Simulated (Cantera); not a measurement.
What does this Cantera script print?

```python
import numpy as np
import cantera as ct

gas = ct.Solution("gri30.yaml")
gas.TPX = 1375, 10000, {'N2O': 1, 'H2O': 0.046}
reactor = ct.IdealGasConstPressureReactor(gas, energy="off", clone=False)
net = ct.ReactorNet([reactor])
net.rtol, net.atol = 1e-08, 1e-18
show = ['N2O', 'O2', 'NO', 'NO2', 'N2', 'O']
times = np.geomspace(2e-06, 1, 15)

steps = ct.SolutionArray(gas, extra=["t"])
rows = []
print(f"{'t/s':>10s}{'T/K':>9s}{'P/Pa':>11s}" + "".join(f"{s:>11s}" for s in show))
for t in times:
    while net.time < t:
        t_next = net.step()
        steps.append(gas.state, t=t_next)
    rows.append([np.interp(t, steps.t, y) for y in (steps.T, steps.P, *steps(*show).X.T)])
    print(f"{t:10.3e}{rows[-1][0]:9.1f}{rows[-1][1]:11.4g}" + "".join(f"{x:11.3e}" for x in rows[-1][2:]))
rate = np.gradient(steps.T, steps.t)
print("integrator steps:", len(steps.t))
if steps.T.max() > steps.T[0] + 200:
    print(f"time of steepest temperature rise: {steps.t[rate.argmax()]:.4e} s")
gas.TPX = 1375, 10000, {'N2O': 1, 'H2O': 0.046}
gas.equilibrate("TP")
print(f"equilibrium (TP): T = {gas.T:.1f} K  " + "  ".join(f"{s} {gas[s].X[0]:.3e}" for s in show))
```

Output:

```
       t/s      T/K       P/Pa        N2O         O2         NO        NO2         N2          O
 2.000e-06   1375.0      1e+04  9.560e-01  2.820e-08  1.277e-08  2.991e-17  1.312e-06  1.246e-06
 5.106e-06   1375.0      1e+04  9.560e-01  1.787e-07  8.092e-08  1.216e-15  3.455e-06  3.042e-06
 1.304e-05   1375.0      1e+04  9.560e-01  1.080e-06  4.892e-07  4.559e-14  9.447e-06  6.946e-06
 3.328e-05   1375.0      1e+04  9.560e-01  5.893e-06  2.668e-06  1.630e-12  2.726e-05  1.361e-05
 8.498e-05   1375.0      1e+04  9.559e-01  2.628e-05  1.189e-05  7.469e-11  8.091e-05  1.999e-05
 2.170e-04   1375.0      1e+04  9.556e-01  8.951e-05  4.039e-05  4.627e-09  2.297e-04  2.167e-05
 5.539e-04   1375.0      1e+04  9.550e-01  2.557e-04  1.141e-04  2.159e-07  6.172e-04  2.157e-05
 1.414e-03   1375.0      1e+04  9.534e-01  6.963e-04  2.970e-04  4.882e-06  1.624e-03  2.144e-05
 3.611e-03   1375.0      1e+04  9.492e-01  1.859e-03  7.391e-04  3.843e-05  4.226e-03  2.140e-05
 9.218e-03   1375.0      1e+04  9.386e-01  4.809e-03  1.815e-03  1.561e-04  1.084e-02  2.118e-05
 2.354e-02   1375.0      1e+04  9.123e-01  1.216e-02  4.474e-03  4.036e-04  2.725e-02  2.059e-05
 6.009e-02   1375.0      1e+04  8.499e-01  2.981e-02  1.093e-02  6.620e-04  6.616e-02  1.985e-05
 1.534e-01   1375.0      1e+04  7.153e-01  6.826e-02  2.500e-02  7.330e-04  1.502e-01  1.918e-05
 3.917e-01   1375.0      1e+04  4.783e-01  1.363e-01  4.953e-02  5.630e-04  2.983e-01  1.838e-05
 1.000e+00   1375.0      1e+04  1.966e-01  2.177e-01  7.779e-02  2.873e-04  4.748e-01  1.678e-05
integrator steps: 1180
equilibrium (TP): T = 1375.0 K  N2O 1.302e-08  O2 3.230e-01  NO 7.092e-04  NO2 2.252e-06  N2 6.465e-01  O 1.151e-06
```

Model: GRI-Mech 3.0 (53 species, 325 reactions), integrated in Cantera. GRI-Mech 3.0 was tuned for natural gas; its chemistry of N2O as a main component is partial and can be far from experiment. The mechanism lacks the step 2 NO + O2 → 2 NO2, which can matter for NO2 below about 1400 K. The temperature is held fixed by assumption; the heat of reaction is taken as removed at once.
